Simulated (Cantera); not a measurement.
Gas mixture: O2 = 0.12 (molar parts), at 1000000 Pa, frozen composition.

Cantera's kinetic-theory transport with the Lennard-Jones parameters of GRI-Mech 3.0, ideal gas; thermal conductivity in the multicomponent form.

D: mixture-averaged diffusion coefficient of that species in the mixture.

| T (K) | ρ (kg/m³) | cp (J/kg/K) | μ (µPa s) | λ (mW/m/K) | Pr | D (cm²/s) NH3 | D (cm²/s) O | D (cm²/s) C2H2 |
|---|---|---|---|---|---|---|---|---|
| 400 | 9.62 | 941.4 | … | 33.9 | 0.712 | 0.0390 | 0.0551 | 0.0284 |
| 550 | 7.00 | 987.2 | … | 44.6 | 0.711 | 0.0703 | 0.0948 | 0.0497 |
| 700 | 5.50 | 1031 | … | 54.9 | 0.710 | 0.108 | 0.142 | 0.0754 |
| 850 | 4.53 | 1065 | … | 64.6 | 0.709 | 0.153 | 0.197 | 0.105 |
| 1000 | 3.85 | 1090 | … | 73.7 | 0.709 | 0.202 | 0.258 | 0.138 |
| 1150 | 3.35 | 1109 | 52.5 | 82.1 | 0.709 | 0.257 | 0.326 | 0.175 |
| 1300 | 2.96 | 1125 | 56.9 | 90.3 | 0.708 | 0.317 | 0.399 | 0.215 |
| 1450 | 2.65 | 1139 | 61.0 | 98.2 | 0.708 | 0.381 | 0.479 | 0.258 |
| 1600 | 2.41 | 1151 | 65.1 | 106 | 0.708 | 0.450 | 0.564 | 0.303 |

### Question
What belongs in the gaps?

### Answer

- 400, μ (µPa s): 25.6
- 550, μ (µPa s): 32.1
- 700, μ (µPa s): 37.8
- 850, μ (µPa s): 43.0
- 1000, μ (µPa s): 47.9
